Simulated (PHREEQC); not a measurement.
Consider water at 25 °C with 0.46 mmol/kgw Ca(OH)2. Closed to the air; pH follows from the charge balance.

Equilibrium calculation in PHREEQC: ion-association model, phreeqc.dat.

Precipitation was switched off in this run.

Question: Estimate the pH.

Answer: pH 10.94.

Question: In which forms is Ca present?

Answer: Ca+2 99 %, CaOH+ 1.3 % of the Ca.

Complexes and solids missing from the database can't appear.
